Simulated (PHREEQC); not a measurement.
Make-up at 25 °C: 1.9 mol KOH and 2.3 mol KBr per kg of water. Closed to the air; pH follows from the charge balance.

Model: Pitzer model, pitzer.dat, run in PHREEQC.

The ionic strength comes out as 4.20 mol/kgw. What activity coefficients do OH-, K+, Br- get?

OH- 1.1, K+ 0.65, Br- 0.55. Single-ion values are on the MacInnes scale.

This is a speciation only: nothing precipitates in the calculation. In brines, pH and single-ion activities rest on the MacInnes convention.
